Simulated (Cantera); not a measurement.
What does this Cantera script print?

```python
import numpy as np
import cantera as ct

gas_names = [...]  # 77 gases of nasa_gas.yaml made of C, H, Ti
cond_names = """
    C(gr) C6H6(L) C7H8(L) C8H18(L),n-octa Ti(a) Ti(b) Ti(L) TiC(s) TiC(L)
""".split()


# ... load() reads the species with a 1 bar reference pressure and builds the phases ...
atoms = {
    'Ti': {'Ti': 1},
    'C3H8': {'C': 3, 'H': 8},
}
top_T = {'C(gr)': 4500}  # K; cautious upper limits of use, not melting points


# ... equilibrate(T, P, feed) seeds the gas with the atoms and calls Mixture.equilibrate('TP', solver="vcs", rtol=1e-11, max_steps=5000) ...
results = []
T = 2223.15  # K
P = 2400  # Pa
for m in [0.055, 0.078, 0.11, 0.16, 0.22, 0.32, 0.45, 0.63, 0.89, 1.3, 1.8, 2.5]:
    feed = {'Ti': 1, 'C3H8': m}  # mol
    mix = equilibrate(T, P, feed)
    results.append((T, P, feed, dict(zip(mix.species_names, mix.species_moles))))

top = {s: max(r[3][s] / sum(r[3][g] for g in gas_names) for r in results) for s in gas_names}
cols = sorted((s for s in top if top[s] > 0.0001), key=lambda s: -top[s])[:6]
seen = [c for c in cond_names if any(r[3].get(c, 0) > 1e-12 for r in results)]
print("log10 of partial pressures in bar; condensed amounts in mol")
print(f"{'n(C3H8)':>10s}" + "".join(f"{s[:9]:>10s}" for s in cols + seen))
for T, P, feed, n in results:
    ng = sum(n[g] for g in gas_names)
    print(f"{feed['C3H8']:10.4g}" + "".join(f"{np.log10(max(n[s] / ng * P / 1e5, 1e-99)):10.3f}" for s in cols)
          + "".join(f"{n.get(c, 0):10.4g}" for c in seen))
```

It prints:

```
log10 of partial pressures in bar; condensed amounts in mol
   n(C3H8)        H2         H        Ti C2H2,acet     C(gr)     Ti(L)    TiC(s)
     0.055    -1.640    -3.013    -3.861   -11.320         0    0.8337     0.165
     0.078    -1.640    -3.013    -3.861   -11.320         0    0.7642     0.234
      0.11    -1.640    -3.013    -3.861   -11.320         0    0.6674      0.33
      0.16    -1.640    -3.013    -3.861   -11.320         0    0.5162      0.48
      0.22    -1.640    -3.013    -3.861   -11.320         0    0.3348      0.66
      0.32    -1.640    -3.013    -3.861   -11.320         0   0.03247      0.96
      0.45    -1.639    -3.013    -7.433    -4.176    0.3397         0         1
      0.63    -1.639    -3.013    -7.433    -4.176    0.8756         0         1
      0.89    -1.639    -3.013    -7.433    -4.176      1.65         0         1
       1.3    -1.639    -3.013    -7.433    -4.176      2.87         0         1
       1.8    -1.639    -3.013    -7.433    -4.176     4.359         0         1
       2.5    -1.639    -3.013    -7.433    -4.176     6.443         0         1
```

These are equilibrium values from Cantera (NASA tables, ideal gas, pure condensed phases), not measurements of a reactor. Mutual solubility and eutectic melting of coexisting phases are not modelled. TiC: taken at fixed stoichiometry. Condensed phases not in the tables: N, O or C dissolved in the metal.
